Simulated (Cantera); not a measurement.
Input (Python, Cantera) and output of one run.

```python
import numpy as np
import cantera as ct

gas_names = """
    CL CLO CL2 H HCL HNO HNO2 HNO3 HOCL HO2 H2 H2O H2O2 N NH NH2 NH3 NH2OH NO NO2 NO3 N2 N2H2 N2H4 N2O O
    OH O2 O3 Si SiCL SiCL2 SiCL3 SiCL4 SiH SiHCL3 SiH2 SiH2CL2 SiH3 SiH3CL SiH4 SiN SiO SiO2 Si2 Si2N
    Si3
""".split()
cond_names = """
    H2O(s) H2O(L) NH4CL(a) NH4CL(b) Si(cr) Si(L) SiO2(Lqz) SiO2(hqz) SiO2(L) Si2N2O(s) Si3N4(a)
""".split()


def load(file, names, dense=False):
    # The tables refer to 1 bar. Condensed volumes are neglected.
    table = {s.name: s for s in ct.Species.list_from_file(file)}
    out = []
    for n in names:
        d = dict(table[n].input_data)
        d["thermo"] = dict(d["thermo"], **{"reference-pressure": 1e5})
        if dense:
            d["equation-of-state"] = {"model": "constant-volume", "density": "1e6 g/cm^3"}
        out.append(ct.Species.from_dict(d))
    return out


gas = ct.Solution(thermo="ideal-gas", species=load("nasa_gas.yaml", gas_names))
cond = {s.name: ct.Solution(thermo="fixed-stoichiometry", species=[s], name=s.name)
        for s in load("nasa_condensed.yaml", cond_names, dense=True)}
atoms = {
    'SiH2Cl2': {'Si': 1, 'H': 2, 'CL': 2},
    'O3': {'O': 3},
    'N2': {'N': 2},
}
top_T = {'Si2N2O(s)': 2100, 'Si3N4(a)': 2400}  # K; cautious upper limits of use, not melting points


def equilibrate(T, P, feed):
    n = {}
    for name, mol in feed.items():
        for a, k in atoms[name].items():
            n[a] = n.get(a, 0.0) + k * mol
    gas.TPX = T, P, n
    mass = sum(n.values()) * gas.mean_molecular_weight
    gas.equilibrate("TP")
    valid = [c for c in cond.values() if c.min_temp <= T <= top_T.get(c.name, c.max_temp)]
    mix = ct.Mixture([(gas, mass / gas.mean_molecular_weight)] + [(c, 0.0) for c in valid])
    mix.T, mix.P = T, P
    mix.equilibrate("TP", solver="vcs", rtol=1e-11, max_steps=5000)
    return mix


results = []
feed = {'SiH2Cl2': 1, 'O3': 0.9, 'N2': 9.8}  # mol
P = 10000  # Pa
for T in [1323, 1373, 1423, 1473, 1523, 1573, 1623, 1673, 1723, 1773, 1823, 1873]:
    mix = equilibrate(T, P, feed)
    results.append((T, P, feed, dict(zip(mix.species_names, mix.species_moles))))

top = {s: max(r[3][s] / sum(r[3][g] for g in gas_names) for r in results) for s in gas_names}
cols = sorted((s for s in top if top[s] > 1e-06), key=lambda s: -top[s])[:7]
seen = [c for c in cond_names if any(r[3].get(c, 0) > 1e-12 for r in results)]
print("log10 of partial pressures in bar; condensed amounts in mol")
print(f"{'T/K':>10s}" + "".join(f"{s[:9]:>10s}" for s in cols + seen))
for T, P, feed, n in results:
    ng = sum(n[g] for g in gas_names)
    print(f"{T:10.4g}" + "".join(f"{np.log10(max(n[s] / ng * P / 1e5, 1e-99)):10.3f}" for s in cols)
          + "".join(f"{n.get(c, 0):10.4g}" for c in seen))
```

It prints:

```
log10 of partial pressures in bar; condensed amounts in mol
       T/K        N2       HCL        CL        O2       H2O       CL2        NO SiO2(hqz)   SiO2(L)
      1323    -1.092    -1.833    -3.396    -2.615    -3.045    -3.155    -4.801         1         0
      1373    -1.093    -1.832    -3.251    -2.613    -3.058    -3.225    -4.669         1         0
      1423    -1.093    -1.832    -3.123    -2.614    -3.059    -3.305    -4.548         1         0
      1473    -1.094    -1.834    -3.011    -2.617    -3.050    -3.394    -4.436         1         0
      1523    -1.094    -1.837    -2.913    -2.623    -3.030    -3.492    -4.332         1         0
      1573    -1.095    -1.841    -2.828    -2.630    -3.003    -3.597    -4.236         1         0
      1623    -1.095    -1.846    -2.754    -2.640    -2.969    -3.707    -4.148         1         0
      1673    -1.095    -1.853    -2.689    -2.651    -2.932    -3.821    -4.065         1         0
      1723    -1.096    -1.860    -2.632    -2.664    -2.894    -3.935    -3.989         0         1
      1773    -1.096    -1.868    -2.580    -2.679    -2.856    -4.048    -3.919         0         1
      1823    -1.097    -1.877    -2.534    -2.696    -2.819    -4.159    -3.854         0         1
      1873    -1.097    -1.886    -2.491    -2.715    -2.784    -4.269    -3.793         0         1
```

These are equilibrium values from Cantera (NASA tables, ideal gas, pure condensed phases), not measurements of a reactor. The tables hold silica as quartz up to 1696 K and as liquid above; real silica turns to tridymite and cristobalite and melts near 1996 K.
